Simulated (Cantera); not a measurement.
A freely propagating, adiabatic, planar premixed flame of 8.76 % CH₄, 0.342 % C₂H₆, 19.1 % O₂, 71.8 % N₂, unburnt at 598 K and 100.0 Torr; mixture-averaged transport, grid criteria slope 0.08 and curve 0.16, no radiation.

Detailed kinetics in Cantera: GRI-Mech 3.0 (53 species, 325 reactions). Burning velocities carry a grid error of a few per cent, more on coarse grids.

x: mole fraction of selected species; z is measured from the peak of heat release.

```tsv
z (mm)	T (K)	u (m/s)	x CH₄	x C₂H₆	x O₂	x H	x NO	x H₂
-5.87	598	1.82	0.0875	0.00341	0.191	<1e-8	<1e-8	0.000643
-3.91	599	1.82	0.0873	0.00341	0.190	3.03e-7	<1e-8	0.00232
-2.94	602	1.84	0.0869	0.00340	0.190	3.00e-6	<1e-8	0.00479
-1.96	641	1.97	0.0841	0.00337	0.187	4.10e-5	5.55e-8	0.0104
-0.979	950	2.97	0.0644	0.00320	0.162	0.000574	7.33e-7	0.0216
-0.489	1332	4.22	0.0369	0.00157	0.124	0.00204	2.13e-6	0.0275
0	1703	5.46	0.0102	0.000114	0.0771	0.00591	5.06e-6	0.0282
0.489	1862	5.99	0.00114	7.98e-7	0.0475	0.0107	8.98e-6	0.0226
0.979	1895	6.09	6.83e-5	<1e-8	0.0355	0.0137	1.17e-5	0.0186
1.96	1916	6.13	2.22e-7	<1e-8	0.0292	0.0159	1.39e-5	0.0176
3.91	1937	6.17	<1e-8	<1e-8	0.0268	0.0162	1.62e-5	0.0182
7.83	1966	6.25	<1e-8	<1e-8	0.0257	0.0150	…	0.0178
15.7	2011	6.37	<1e-8	<1e-8	0.0245	…	…	0.0167
```

What belongs in the gaps?


- 7.83, x NO: 2.03e-5
- 15.7, x H: 0.0126
- 15.7, x NO: 2.88e-5
